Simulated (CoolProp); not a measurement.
R1336mzz(Z) along the isotherm 411.1 K: fugacity coefficient from the reference equation and from simpler models built on Tc = 444.5 K, pc = 29.04 bar, ω = 0.386; each cubic takes its own stable root.

Computed with CoolProp (reference Helmholtz-energy equation of state, McLinden 2020).

```tsv
p (bar)	phase	reference
3.35	gas	0.9457
6.7	gas	0.8921
10.1	gas	0.8379
13.4	gas	0.7849
16.8	liquid	0.7043
20.1	liquid	0.5983
23.5	liquid	0.5202
26.8	liquid	0.4635
30.2	liquid	0.4180
33.5	liquid	0.3828
36.9	liquid	0.3531
40.2	liquid	0.3292
43.6	liquid	0.3084
```

Task: How far does each simpler model (Redlich-Kwong, Soave-Redlich-Kwong) lie from the reference over these 13 states: mean and median of the absolute difference, and the worst?

Result: 
- Redlich-Kwong: mean 10.9 %, median 14.5 %, worst +17.7 % at 411.1 K and 43.6 bar
- Soave-Redlich-Kwong: mean 3.6 %, median 4.0 %, worst +6.2 % at 411.1 K and 43.6 bar

At some of these states Redlich-Kwong gives the other phase, because its saturation line lies elsewhere.
